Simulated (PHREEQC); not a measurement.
# Metal-bearing waste water: speciation

A solution holds 0.025 mol NiSO4 and 0.0081 mol NaHCO3 per kg of water, at 25 °C. Closed to the air; pH follows from the charge balance.

Model: ion-association model, wateq4f.dat, run in PHREEQC.

```json
{
  "pH": "6.03",
  "ionic_strength": "0.0661 mol/kgw",
  "total_alkalinity": "8.10 meq/kg"
}
```

```json
[
 {"species": "SO4-2", "molality": "0.0169", "activity": "0.00720", "log γ": "-0.371"},
 {"species": "Ni+2", "molality": "0.0134", "activity": "0.00561", "log γ": "-0.377"},
 {"species": "Na+", "molality": "0.00782", "activity": "0.00631", "log γ": "-0.093"},
 {"species": "NiSO4", "molality": "0.00776", "activity": "0.00788", "log γ": "0.007"},
 {"species": "CO2", "molality": "0.00264", "activity": "0.00268", "log γ": "0.007"},
 {"species": "NiCO3", "molality": "0.00264", "activity": "0.00268", "log γ": "0.007"},
 {"species": "HCO3-", "molality": "0.00158", "activity": "0.00128", "log γ": "-0.090"},
 {"species": "NiHCO3+", "molality": "0.00123", "activity": "0.000992", "log γ": "-0.094"},
 {"species": "NaSO4-", "molality": "0.000280", "activity": "0.000228", "log γ": "-0.090"}
]
```

Precipitation was switched off in this run. The database's nickel carbonate constants are estimates that later reviews lower a good deal.
